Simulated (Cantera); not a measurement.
Input: 1 mol Si, 0.06 mol N2O, 65 mol H2, at 0.000190 bar.

Cantera equilibrium calculation (NASA polynomials, part measured and part estimated; ideal gas, pure solids and liquids). Candidate condensed phases: H2O, Si, SiO2, Si2N2O, Si3N4; 35 gas species. Gases not in the tables: Si2H6 and higher silanes. Rates play no part.

x: gas mole fraction; n: condensed amount in mol.

```tsv
T (K)	x H2	x H	x Si	x SiO	x N2	x SiH	x Si2	n Si(s)	n Si(l)
1400	0.998	0.000352	4.33e-6	0.000921	0.000921	2.98e-7	2.57e-9	0.940	0
1500	0.997	0.00128	5.54e-5	0.000921	0.000921	2.45e-6	7.08e-8	0.936	0
1600	0.994	0.00393	0.000513	0.000919	0.000919	1.54e-5	1.28e-6	0.905	0
1700	0.984	0.0106	0.00357	0.000913	0.000912	7.56e-5	1.57e-5	0	0.696
1800	0.959	…	0.0136	0.000897	0.000894	…	…	0	0
1900	0.929	0.0555	0.0136	0.000883	0.000882	0.000157	2.25e-5	0	0
2000	0.875	0.110	0.0133	0.000858	0.000857	0.000116	8.01e-6	0	0
2100	…	…	0.0127	0.000817	0.000817	…	…	0	0
2200	0.656	0.331	0.0118	0.000758	0.000758	5.84e-5	1.15e-6	0	0
```

Task: Fill in the missing entries.

Result: 
- 2100, x H2: 0.785
- 2100, x H: 0.200
- 2100, x SiH: 8.42e-5
- 2100, x Si2: 3.00e-6
- 1800, x H: 0.0254
- 1800, x SiH: 0.000210
- 1800, x Si2: 6.72e-5
